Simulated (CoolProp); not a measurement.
Vapour-liquid equilibrium of R143a (1) + R1234yf (2) at 1400 kPa; x and y are mole fractions of (1).

The numbers come from the multi-fluid Helmholtz-energy mixture model, Lemmon and Jacobsen 2000 and Lemmon 2022; pair parameters Bell 2016 in CoolProp.

```
x     bubble temperature (K)  y at the bubble point  dew temperature at overall composition x (K)  liquid density (mol/L)
----  ----------------------  ---------------------  --------------------------------------------  ----------------------
0.05                   324.6                  0.074                                         325.1                   8.663
0.2                    320.1                  0.273                                         321.7                   8.989
0.35                   316.0                  0.445                                         318.3                   9.317
0.5                    312.4                  0.597                                         314.7                   9.651
0.65                   309.0                  0.732                                         311.1                   9.996
0.8                    306.0                  0.853                                         307.3                   10.36
0.95                   303.1                  0.965                                         303.5                   10.73
```

No azeotrope shows between x = 0.05 and 0.95.

Pair parameters are fitted to limited data, so mixtures are less certain than the pure fluids.
